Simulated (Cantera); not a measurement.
A closed system holds: 1 mol SiCl₄, 3.3 mol HCl, 5.2 mol H₂, at 1300000 Pa.

Method: chemical equilibrium by Gibbs-energy minimisation in Cantera with the NASA 1993 tables (ideal gas, pure condensed phases). Candidate condensed phases: Si; 19 gas species. The tables' values for SiCl₃ are old estimates; treat these amounts as uncertain. Rates play no part.

x: gas mole fraction; nothing condenses.

| T (K) | x H₂ | x HCl | x SiCl₄ | x SiHCl₃ | x SiCl₃ | x SiCl₂ |
|---|---|---|---|---|---|---|
| 700 | 0.547 | 0.347 | 0.105 | 3.39e-5 | 8.75e-10 | <1e-12 |
| 775 | 0.547 | 0.347 | 0.105 | 0.000107 | 1.65e-8 | <1e-12 |
| 850 | 0.547 | 0.348 | 0.105 | 0.000274 | 1.84e-7 | 2.29e-11 |
| 925 | 0.547 | 0.348 | 0.105 | 0.000598 | 1.37e-6 | 7.15e-10 |
| 1000 | 0.546 | 0.349 | 0.104 | [?] | 7.51e-6 | [?] |
| 1075 | 0.545 | 0.349 | 0.103 | 0.00200 | 3.20e-5 | 1.57e-7 |
| 1150 | 0.544 | 0.351 | 0.102 | [?] | 0.000112 | [?] |
| 1225 | 0.542 | 0.353 | 0.100 | 0.00480 | 0.000331 | 8.66e-6 |
| 1300 | 0.540 | 0.355 | 0.0975 | 0.00675 | 0.000850 | 4.40e-5 |
| 1375 | 0.536 | 0.358 | 0.0939 | 0.00897 | 0.00193 | 0.000182 |

Q: Some entries are withheld; supply them.

A: 
- 1000, x SiHCl₃: 0.00115
- 1000, x SiCl₂: 1.31e-8
- 1150, x SiHCl₃: 0.00321
- 1150, x SiCl₂: 1.34e-6
